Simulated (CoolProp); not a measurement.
Values from CoolProp's reference Helmholtz-energy equation of state, Thol 2017.

Problem. Give the vapour pressure (MPa), liquid density (kg/m³), enthalpy of vaporisation (kJ/kg) of saturated octamethyltrisiloxane (MDM) at 358.2, 372.9, 387.7 K.

Solution. 
| T (K) | p (MPa) | liquid density (kg/m³) | enthalpy of vaporisation (kJ/kg) |
|---|---|---|---|
| 358.2 | 0.0112 | 753 | 181 |
| 372.9 | 0.0198 | 737 | 175 |
| 387.7 | 0.0331 | 720 | 169 |
